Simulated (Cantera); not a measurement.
A closed system holds: 1 mol Fe3O4, 1.1 mol C, 8.7 mol H2, equilibrated at 1.33 mbar.

These are equilibrium values from Cantera (NASA tables, ideal gas, pure condensed phases), not measurements of a reactor. Candidate condensed phases: C, C6H6, C7H8, C8H18, Fe, Fe(CO)5, FeO, Fe(OH)2, Fe(OH)3, Fe2O3, Fe3O4, H2O; 114 gas species. Mutual solubility and eutectic melting of coexisting phases are not modelled. The tables' stoichiometric FeO is somewhat more stable than real wüstite, so its field is too wide. FeO: taken at fixed stoichiometry. Kinetics and transport are ignored. All values below are at 1773 K.

Base state: H2 0.595, H2O 0.273, CO 0.0981, Fe 0.0148, CO2 0.0121, H 0.00601, OH 0.000171, FeO 7.33e-5 (mole fractions); condensed: Fe(δ) + FeO(l).

Question: What changes in the equilibrium state with this change: C from 1.1 to 1.8 mol?

Answer: 
```csv
species,before,after
H2,0.595,0.618
H2O,0.273,0.193
CO,0.0981,0.155
CO2,0.0121,0.0130
Fe,0.0148,0.0148
Fe(OH)2,3.38e-5,1.62e-5
FeO,7.33e-5,4.97e-5
OH,0.000171,0.000118
H,0.00601,0.00612
"Fe(δ), mol",2.80,2.84
"FeO(l), mol",0.0486,0
```
